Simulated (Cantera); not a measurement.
Input: 1 mol MgF2, a varied amount of O2, 0.22 mol N2, at 2.10e-5 bar.

Cantera equilibrium calculation (NASA polynomials, part measured and part estimated; ideal gas, pure solids and liquids). Candidate condensed phases: Mg, MgF2, MgO; 24 gas species. Equilibrium is a limit: real reactors are often held back by kinetics, nucleation or transport.

**Question.** What condenses at these points (T in °C, n(O2) in mol): (1300, 0.23); (1450, 0.37); (1600, 0.37); (1600, 0.13); (1650, 0.087); (1100, 0.23)?

**Answer.** 
```tsv
T (°C)	n(O2) in mol	condensed phases	Mg condensed (%)
1300	0.23	MgO	0.0
1450	0.37	gas only	0.0
1600	0.37	gas only	0.0
1600	0.13	gas only	0.0
1650	0.087	gas only	0.0
1100	0.23	MgF2	91.0
```
